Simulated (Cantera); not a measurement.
A freely propagating, adiabatic, planar premixed flame of C3H8 : O2 : N2 = 1 : 4.17 : 15.7 (molar parts), unburnt at 675 K and 420 Torr; multicomponent transport, grid criteria slope 0.08 and curve 0.16, no radiation.

Cantera simulation using GRI-Mech 3.0 (53 species, 325 reactions); the numbers are that mechanism's predictions, not measurements. GRI-Mech 3.0 was tuned for natural gas; its chemistry of propane as a main component is partial and can be far from experiment. Burning velocities carry a grid error of a few per cent, more on coarse grids.

**Question.** Predict: laminar burning velocity; thermal thickness; peak x(H); peak x(C2H4); peak x(CH2O).

**Answer.** 
```
Item                        Result
------------------------  --------
laminar burning velocity  211 cm/s
thermal thickness         0.423 mm
peak x(H)                   0.0176
peak x(C2H4)                0.0145
peak x(CH2O)               0.00200
```
